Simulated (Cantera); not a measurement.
Input (Python, Cantera):

```python
import numpy as np
import cantera as ct

gas = ct.Solution("gri30.yaml")
gas.TPX = 548, 130000, {'CH4': 1, 'C2H6': 1, 'C3H8': 0.65, 'O2': 9.21, 'N2': 34.6}
inlet = ct.Reservoir(gas, clone=True)
gas.equilibrate("HP")  # start burning
reactor = ct.IdealGasConstPressureReactor(gas, energy="on", clone=False)
exhaust = ct.Reservoir(gas, clone=True)
tau = [0.092, 0.026, 0.0076, 0.0022, 0.00064, 0.00018, 5.3e-05, 1.5e-05, 4.4e-06][0]
for a, b in ((inlet, reactor), (reactor, exhaust)):
    ct.MassFlowController(a, b, mdot=lambda t: reactor.mass / tau)
net = ct.ReactorNet([reactor])
show = ['CH4', 'C2H6', 'C3H8', 'CO', 'NO2', 'OH', 'HO2']

rows = []
print(f"{'tau/s':>10s}{'T/K':>9s}" + "".join(f"{s:>11s}" for s in show))
for tau in [0.092, 0.026, 0.0076, 0.0022, 0.00064, 0.00018, 5.3e-05, 1.5e-05, 4.4e-06]:
    net.initial_time = 0.0
    net.advance(30 * tau)
    before = gas.X
    net.advance(40 * tau)
    drift = np.max(np.abs(gas.X - before) / (gas.X + 1e-9))
    rows.append([gas.T, *gas[show].X, drift])
    print(f"{tau:10.3e}{gas.T:9.1f}" + "".join(f"{x:11.3e}" for x in gas[show].X))
```

Result:

```
     tau/s      T/K        CH4       C2H6       C3H8         CO        NO2         OH        HO2
 9.200e-02   2343.3  5.300e-07  4.762e-08  3.830e-08  1.173e-02  8.432e-07  5.372e-03  1.677e-06
 2.600e-02   2328.2  1.586e-06  1.656e-07  1.276e-07  1.317e-02  5.044e-07  5.877e-03  1.864e-06
 7.600e-03   2289.1  4.046e-06  5.488e-07  3.852e-07  1.643e-02  2.391e-07  6.852e-03  2.313e-06
 2.200e-03   2219.6  9.847e-06  1.756e-06  1.088e-06  2.156e-02  9.414e-08  8.180e-03  3.442e-06
 6.400e-04   2129.0  2.570e-05  5.406e-06  3.019e-06  2.746e-02  3.756e-08  9.270e-03  5.789e-06
 1.800e-04   2024.4  8.147e-05  1.810e-05  9.490e-06  3.445e-02  1.679e-08  9.500e-03  1.052e-05
 5.300e-05   1898.4  3.679e-04  7.950e-05  4.068e-05  4.722e-02  8.173e-09  7.622e-03  2.624e-05
 1.500e-05    548.0  2.152e-02  2.152e-02  1.399e-02  1.813e-15  1.435e-19  1.816e-25  2.264e-17
 4.400e-06    548.0  2.152e-02  2.152e-02  1.399e-02 -2.134e-17 -1.689e-21 -6.130e-28 -2.219e-19
```

Detailed kinetics in Cantera: GRI-Mech 3.0 (53 species, 325 reactions). GRI-Mech 3.0 was tuned for natural gas; its chemistry of propane as a main component is partial and can be far from experiment.
